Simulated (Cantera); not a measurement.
A perfectly stirred reactor is fed with CH3OH : O2 : N2 = 1 : 2.42 : 9.1 (molar parts), equivalence ratio 0.62, at 1.18 atm; it is adiabatic with a 425 K inlet, and is followed from long to short residence time, starting on the burning branch (τ in s: 0.21, 0.08, 0.031, 0.012, 0.0046, 0.0018, 0.00069, 0.00026, 0.0001, 3.9e-05, 1.5e-05, 5.9e-06).

Model: GRI-Mech 3.0 (53 species, 325 reactions), integrated in Cantera. GRI-Mech 3.0 was tuned for natural gas; its chemistry of methanol as a main component is partial and can be far from experiment.

x: mole fraction; the columns are a selection and need not sum to one.

| τ (s) | T (K) | x CH3OH | x O2 | x CH2 | x NO | x NO2 | x C2H |
|---|---|---|---|---|---|---|---|
| 0.21 | 1843 | 1.66e-6 | 0.0705 | 7.61e-10 | 3.82e-5 | ___ | <1e-12 |
| 0.080 | 1840 | 3.34e-6 | 0.0705 | 1.49e-9 | 2.63e-5 | ___ | <1e-12 |
| 0.031 | 1833 | 6.36e-6 | 0.0706 | 2.93e-9 | 1.97e-5 | ___ | <1e-12 |
| 0.012 | 1822 | 1.18e-5 | 0.0708 | 6.51e-9 | 1.47e-5 | ___ | <1e-12 |
| 0.0046 | 1804 | 2.21e-5 | 0.0712 | 1.77e-8 | 1.04e-5 | ___ | <1e-12 |
| 0.0018 | 1776 | 4.17e-5 | 0.0722 | 5.41e-8 | 7.17e-6 | ___ | <1e-12 |
| 0.00069 | 1731 | 8.68e-5 | 0.0742 | 1.72e-7 | 4.63e-6 | ___ | <1e-12 |
| 0.00026 | 1651 | 0.000246 | 0.0795 | 4.92e-7 | 1.92e-6 | ___ | 1.30e-12 |
| 0.00010 | 425 | 0.0799 | 0.193 | <1e-12 | <1e-12 | <1e-12 | <1e-12 |
| 3.9e-5 | 425 | 0.0799 | 0.193 | <1e-12 | <1e-12 | <1e-12 | <1e-12 |
| 1.5e-5 | 425 | 0.0799 | 0.193 | <1e-12 | <1e-12 | <1e-12 | <1e-12 |
| 5.9e-6 | 425 | 0.0799 | 0.193 | <1e-12 | <1e-12 | <1e-12 | <1e-12 |

Task: Complete the blanks.

Result: 
- 0.21, x NO2: 6.44e-8
- 0.080, x NO2: 4.69e-8
- 0.031, x NO2: 3.53e-8
- 0.012, x NO2: 2.47e-8
- 0.0046, x NO2: 1.57e-8
- 0.0018, x NO2: 9.70e-9
- 0.00069, x NO2: 6.13e-9
- 0.00026, x NO2: 3.73e-9
